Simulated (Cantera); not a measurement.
What does this Cantera script print?

```python
import numpy as np
import cantera as ct

gas_names = """
    B BCL BCL2 BCL3 BH BH2 BH3 BN B2 CL CL2 H HCL H2 N NH NH2 NH3 N2 N2H2 N2H4
""".split()
cond_names = """
    B(b) B(L) BN(s) NH4CL(a) NH4CL(b)
""".split()


def load(file, names, dense=False):
    # The tables refer to 1 bar. Condensed volumes are neglected.
    table = {s.name: s for s in ct.Species.list_from_file(file)}
    out = []
    for n in names:
        d = dict(table[n].input_data)
        d["thermo"] = dict(d["thermo"], **{"reference-pressure": 1e5})
        if dense:
            d["equation-of-state"] = {"model": "constant-volume", "density": "1e6 g/cm^3"}
        out.append(ct.Species.from_dict(d))
    return out


gas = ct.Solution(thermo="ideal-gas", species=load("nasa_gas.yaml", gas_names))
cond = {s.name: ct.Solution(thermo="fixed-stoichiometry", species=[s], name=s.name)
        for s in load("nasa_condensed.yaml", cond_names, dense=True)}
atoms = {
    'BCl3': {'B': 1, 'CL': 3},
    'NH3': {'N': 1, 'H': 3},
    'H2': {'H': 2},
}
top_T = {'BN(s)': 3200}  # K; cautious upper limits of use, not melting points


def equilibrate(T, P, feed):
    n = {}
    for name, mol in feed.items():
        for a, k in atoms[name].items():
            n[a] = n.get(a, 0.0) + k * mol
    gas.TPX = T, P, n
    mass = sum(n.values()) * gas.mean_molecular_weight
    gas.equilibrate("TP")
    valid = [c for c in cond.values() if c.min_temp <= T <= top_T.get(c.name, c.max_temp)]
    mix = ct.Mixture([(gas, mass / gas.mean_molecular_weight)] + [(c, 0.0) for c in valid])
    mix.T, mix.P = T, P
    mix.equilibrate("TP", solver="vcs", rtol=1e-11, max_steps=5000)
    return mix


results = []
feed = {'BCl3': 1, 'NH3': 0.15, 'H2': 14}  # mol
T = 798.15  # K
P = 2400  # Pa
mix = equilibrate(T, P, feed)
results.append((T, P, feed, dict(zip(mix.species_names, mix.species_moles))))
x = sorted(zip(gas.X, gas.species_names), reverse=True)
print(f"T = {T:g} K  P = {P:g} Pa  gas = {mix.phase_moles(0):.4g} mol")
print("   x: " + "  ".join(f"{s} {v:.3e}" for v, s in x if v > 0.0001))
print("   condensed (mol): " + ("  ".join(f"{mix.phase(i).name} {mix.phase_moles(i):.4g}"
      for i in range(1, mix.n_phases) if mix.phase_moles(i) > 1e-12) or "none"))
```

Output:

```
T = 798.15 K  P = 2400 Pa  gas = 15.3 mol
   x: H2 9.150e-01  BCL3 5.556e-02  HCL 2.941e-02
   condensed (mol): BN(s) 0.15
```

Equilibrium computed with Cantera from the NASA thermochemical tables; the gas is ideal and each condensed phase is pure. Gases not in the tables: BHCl2.
